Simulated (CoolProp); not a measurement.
Properties of n-decane along the isotherm 620 K (Tc = 617.7 K, pc = 2101 kPa, ω = 0.488).

Values from CoolProp's reference Helmholtz-energy equation of state, Lemmon 2006. It is a short technical equation, of lower accuracy than the large ones.

| p (kPa) | phase | density (kg/m³) | Joule-Thomson coefficient (K/MPa) |
|---|---|---|---|
| 16.6 | gas | 0.4594 | 8.055 |
| 25.1 | gas | 0.6957 | 8.075 |
| 37.8 | gas | 1.050 | ? |
| 57 | gas | 1.588 | 8.148 |
| 86 | gas | 2.409 | 8.216 |
| 130 | gas | 3.669 | 8.322 |
| 196 | gas | 5.597 | 8.487 |
| 295 | gas | 8.580 | ? |
| 446 | gas | 13.36 | ? |
| 672 | gas | ? | ? |
| 1010 | gas | 34.63 | 11.49 |
| 1530 | gas | 63.24 | 15.57 |
| 2310 | supercritical | 325.9 | ? |
| 3480 | supercritical | 396.1 | 1.765 |
| 5250 | supercritical | ? | 0.7690 |

Task: Fill in the missing entries.

Result: 
- 37.8, Joule-Thomson coefficient (K/MPa): 8.104
- 295, Joule-Thomson coefficient (K/MPa): 8.751
- 446, Joule-Thomson coefficient (K/MPa): 9.192
- 672, density (kg/m³): 21.14
- 672, Joule-Thomson coefficient (K/MPa): 9.967
- 2310, Joule-Thomson coefficient (K/MPa): 8.831
- 5250, density (kg/m³): 430.6
